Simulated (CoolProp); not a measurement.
A single-stage vapour-compression cycle with R21: evaporating at 243.15 K (dew point), condensing at 296.15 K (bubble point), superheat 2 K, subcooling 0 K, compressor efficiency 0.85, no pressure losses. Each further row changes one setting.

The numbers come from the reference Helmholtz-energy equation of state, Platzer 1990 in CoolProp. This equation is an older, rougher fit; its heat capacities, sound speeds and derivatives of the liquid may be far off and weren't checked against measurements.

```csv
case,cooling COP,pressure ratio,discharge temperature (K),refrigerating effect (kJ/kg),volumetric capacity (kJ/m³)
as stated,3.29,10.1,354.0,206,178
evaporating temperature 248.15 K,3.78,7.71,346.7,209,231
condensing temperature 291.15 K,3.70,8.44,345.0,212,182
subcooling 5 K,3.38,10.1,354.0,212,182
superheat 12 K,3.25,10.1,366.0,212,175
compressor efficiency 0.75,2.91,10.1,366.5,206,178
```
